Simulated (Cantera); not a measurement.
**Reactions in the system Ca-H-O**

Source: NASA polynomial tables (part measured, part estimated), evaluated in Cantera. Values are per mole of reaction as written; species without (g) are pure solids or liquids, kept so even where they would boil at 1 bar.

Ca(OH)₂ → 2 OH(g) + Ca

```tsv
T (K)	ΔH° (kJ)	ΔS° (J/K)	ΔG° (kJ)	log10 K
300	1064.8	326.6	966.8	-168.34
448	1063.4	322.9	918.7	-107.11
498	1062.6	321.3	902.6	-94.67
548	1061.8	319.7	886.6	-84.51
598	1060.9	318.1	870.6	-76.05
648	1060.0	316.7	854.8	-68.90
698	1059.0	315.3	839.0	-62.78
748	1058.9	315.1	823.2	-57.49
798	1057.8	313.7	807.5	-52.85
848	1056.6	312.2	791.8	-48.77
898	1055.4	310.8	776.3	-45.15
```
